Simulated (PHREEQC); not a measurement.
Hard or scaling water (model solution)

Consider water at 15 °C with 130 mmol/kgw MgCl2, 36.5 mmol/kgw NaHCO3 and 0.033 mmol/kgw H4SiO4. Closed to the air; pH follows from the charge balance.

Model: ion-association model, phreeqc.dat, run in PHREEQC.

Precipitation was switched off in this run.

Problem. Predict the pH.

Solution. pH 7.66.

Problem. In which forms is C present?

Solution. HCO3- 66 %, MgHCO3+ 29 %, CO2 2.5 %, MgCO3 2.1 %, NaHCO3 0.7 % of the C.
